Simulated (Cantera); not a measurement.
A closed system holds: 1 mol MgO, 0.71 mol C, a varied amount of H2, equilibrated at 2425 K and 96.0 mbar.

Equilibrium computed with Cantera from the NASA thermochemical tables; the gas is ideal and each condensed phase is pure. Candidate condensed phases: C, C6H6, C7H8, C8H18, H2O, Mg, MgCO3, MgO, Mg(OH)2; 116 gas species. The tables' values for MgH are old estimates; treat these amounts as uncertain. Kinetics and transport are ignored.

x: gas mole fraction; n: condensed amount in mol.

```
n(H2) (mol)   x H2   x Mg   x CO    x H2O     x H  n MgO(s)
-----------  -----  -----  -----  -------  ------  --------
0.25         0.128  0.426  0.412  0.00689  0.0207     0.270
0.32         0.158  0.410  0.394  0.00883  0.0230     0.265
0.43         0.200  0.387  0.369   0.0118  0.0258     0.257
0.57         0.246  0.363  0.341   0.0155  0.0286     0.247
0.75         0.295  0.337  0.311   0.0200  0.0314     0.232
0.99         0.347  0.309  0.277   0.0257  0.0340       ___
1.3          0.399  0.282  0.243   0.0324  0.0365       ___
1.7          0.449  0.256  0.210   0.0401  0.0387       ___
2.3          0.500  0.229  0.174   0.0499  0.0408       ___
3            0.546  0.205  0.145   0.0551  0.0427       ___
```

**Question.** What belongs in the gaps?

**Answer.** 
- 0.99, n MgO(s): 0.211
- 1.3, n MgO(s): 0.180
- 1.7, n MgO(s): 0.137
- 2.3, n MgO(s): 0.0663
- 3, n MgO(s): 0
